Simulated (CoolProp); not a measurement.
The numbers come from the reference Helmholtz-energy equation of state, Lemmon 2006 in CoolProp. It is a short technical equation, of lower accuracy than the large ones.

For carbon monoxide, give the phase and the cp (kJ/(kg K)), cv (kJ/(kg K)), speed of sound (m/s), expansivity (1/kK) at 254.9 K and 51.1 bar.


- 254.9 K and 51.1 bar: supercritical; cp 1.18, cv 0.761, speed of sound 332, expansivity 4.84
